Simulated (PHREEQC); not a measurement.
A solution holds 0.62 mol/kgw HCl, 0.14 mol/kgw MnCl2 and 5.4e-05 mol/kgw H4SiO4, at 25 °C. Closed to the air; pH follows from the charge balance.

The numbers come from PHREEQC with the Pitzer model, pitzer.dat.

**Question.** The ionic strength comes out as 1.04 mol/kgw. What activity coefficients do Mn+2, H+, Cl- get?

**Answer.** Mn+2 0.30, H+ 0.98, Cl- 0.60. Single-ion values are on the MacInnes scale.

Precipitation was switched off in this run. Complexes and solids missing from the database can't appear. In brines, pH and single-ion activities rest on the MacInnes convention.
